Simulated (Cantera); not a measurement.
A closed system holds: 1 mol TEOS, 2.1 mol H₂O, 0.2 mol H₂, at 0.133 bar.

Equilibrium computed with Cantera from the NASA thermochemical tables; the gas is ideal and each condensed phase is pure. Candidate condensed phases: C, C₆H₆, C₇H₈, C₈H₁₈, H₂O, Si, SiC, SiO₂; 123 gas species. The feed counts by its element totals alone. Rates play no part. All values below are at 677 °C.

Base state: H₂ 0.738, CO 0.219, H₂O 0.0201, CH₄ 0.0122, CO₂ 0.0107 (mole fractions); condensed: C(graphite) + SiO₂(β-quartz).

**Question.** What changes in the equilibrium state with this change: pressure from 0.133 bar to 9.00 mbar?

**Answer.** 
```json
[
 {"species": "H₂", "before": "0.738", "after": "0.749"},
 {"species": "CO", "before": "0.219", "after": "0.247"},
 {"species": "H₂O", "before": "0.0201", "after": "0.00156"},
 {"species": "CH₄", "before": "0.0122", "after": "0.000847"},
 {"species": "CO₂", "before": "0.0107", "after": "0.000922"},
 {"species": "C(graphite), mol", "before": "4.19", "after": "3.93"},
 {"species": "SiO₂(β-quartz), mol", "before": "1.00", "after": "1.00"}
]
```

**Question.** What changes in the equilibrium state with this change: H₂ from 0.2 to 11 mol?

**Answer.** 
```tsv
species	before	after
H₂	0.738	0.833
CO	0.219	0.134
CH₄	0.0122	0.0155
CO₂	0.0107	0.00400
H₂O	0.0201	0.0139
C(graphite), mol	4.19	3.96
SiO₂(β-quartz), mol	1.00	1.00
```
